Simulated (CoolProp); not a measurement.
Vapour-liquid equilibrium of toluene (1) + m-xylene (2) at 1.86 kPa; x and y are mole fractions of (1).

Computed with CoolProp (multi-fluid Helmholtz-energy mixture model, Lemmon 2006 and Zhou 2012; pair parameters Bell 2016).

Task: Give the bubble temperature and the first vapour's composition at x = 0.05, 0.15, 0.85. Is there an azeotrope?

Result: x = 0.05: 32.0 °C, y = 0.156; x = 0.15: 28.1 °C, y = 0.392; x = 0.85: 13.6 °C, y = 0.947. No azeotrope shows between x = 0.05 and 0.95.

Pair parameters are fitted to limited data, so mixtures are less certain than the pure fluids.
